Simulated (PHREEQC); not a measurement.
Acid rinse or clean: an equilibrium model

A solution holds 0.035 mol/kgw HF, at 49 °C. Closed to the air; pH follows from the charge balance.

Model: ion-association model, phreeqc.dat, run in PHREEQC.

Each row changes one thing in this solution. Precipitation was switched off in this run.

```csv
case,pH,ionic strength (mol/kgw),HF (mol/kgw),F- (mol/kgw),HF2- (mol/kgw)
as made,2.42,0.00410,0.0304,0.00362,0.000477
temperature from 49 to 50 °C,2.42,0.00406,0.0305,0.00359,0.000474
HF from 0.035 to 0.0385 mol/kgw,2.39,0.00434,___,0.00379,___
0.0013 mol/kgw NaOH added,2.49,0.00476,0.0297,0.00422,0.000542
HF from 0.035 to 0.0035 mol/kgw,2.99,0.00106,___,0.00105,1.10e-5
temperature from 49 to 60 °C,___,0.00370,0.0309,0.00326,0.000442
```

Problem. Complete the blanks.

Solution. 
- HF from 0.035 to 0.0385 mol/kgw, HF (mol/kgw): 0.0336
- HF from 0.035 to 0.0385 mol/kgw, HF2- (mol/kgw): 0.000551
- HF from 0.035 to 0.0035 mol/kgw, HF (mol/kgw): 0.00243
- temperature from 49 to 60 °C, pH: 2.46

Away from 25 °C the constants follow the database's enthalpies or fits; those with neither stay at their 25 °C values.
